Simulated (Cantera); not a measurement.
A Cantera script and its output.

```python
import numpy as np
import cantera as ct

gas = ct.Solution("gri30.yaml")
gas.TP = 300, 100000
flame = ct.CounterflowDiffusionFlame(gas, width=0.02)
flame.fuel_inlet.X, flame.fuel_inlet.T = {'CH4': 1, 'CO': 1.1}, 375
flame.oxidizer_inlet.X, flame.oxidizer_inlet.T = {'O2': 0.23, 'N2': 0.77}, 675
flame.set_refine_criteria(ratio=3, slope=0.12, curve=0.24, prune=0.03)
show = ['OH', 'H', 'NO', 'CO', 'C2H2']

rows = []
print(f"{'mdot':>8s}{'a_max':>10s}{'a_mean':>10s}{'Tmax/K':>9s}" + "".join(f"{s:>11s}" for s in show) + "   (peak mole fractions)")
for i, mdot in enumerate([0.25, 0.34, 0.47, 0.64, 0.88, 1.2, 1.7, 2.3, 3.1]):  # kg/m2/s on the oxidiser side
    flame.oxidizer_inlet.mdot, flame.fuel_inlet.mdot = mdot, 1.3 * mdot
    flame.solve(loglevel=0, auto=(i == 0))
    if flame.T.max() < max(375, 675) + 100:
        print(f"{mdot:8.3g}  no burning solution found from the previous one")
        break
    dT = np.abs(np.gradient(flame.T, flame.grid))
    rows.append([flame.strain_rate("max"), flame.strain_rate("mean"), flame.T.max(),
                 *(flame.X[gas.species_index(s)].max() for s in show), max(dT[0], dT[-1]) / dT.max()])
    print(f"{mdot:8.3g}{rows[-1][0]:10.1f}{rows[-1][1]:10.1f}{rows[-1][2]:9.1f}" + "".join(f"{x:11.3e}" for x in rows[-1][3:-1]))
```

Result:

```
    mdot     a_max    a_mean   Tmax/K         OH          H         NO         CO       C2H2   (peak mole fractions)
    0.25     220.0      47.0   2250.7  1.068e-02  5.421e-03  4.061e-04  5.238e-01  1.196e-02
    0.34     290.5      63.9   2232.9  1.070e-02  5.725e-03  3.710e-04  5.238e-01  1.146e-02
    0.47     390.3      88.3   2214.8  1.065e-02  6.040e-03  3.363e-04  5.238e-01  1.099e-02
    0.64     518.5     120.2   2198.1  1.056e-02  6.333e-03  3.046e-04  5.238e-01  1.051e-02
    0.88     697.1     165.3   2181.6  1.045e-02  6.636e-03  2.729e-04  5.238e-01  1.006e-02
     1.2     932.3     225.4   2166.2  1.034e-02  6.933e-03  2.423e-04  5.238e-01  9.640e-03
     1.7    1292.9     319.3   2145.2  1.009e-02  7.198e-03  2.046e-04  5.238e-01  9.058e-03
     2.3    1717.8     432.0   2124.5  9.788e-03  7.368e-03  1.706e-04  5.238e-01  8.430e-03
     3.1    2274.6     582.3   2099.6  9.358e-03  7.430e-03  1.359e-04  5.238e-01  7.627e-03
```

Model: GRI-Mech 3.0 (53 species, 325 reactions), integrated in Cantera. GRI-Mech 3.0 has no aromatics or soot, which form on the fuel side of real flames. The maximum strain rate includes the flame's own expansion and is several times the mean.
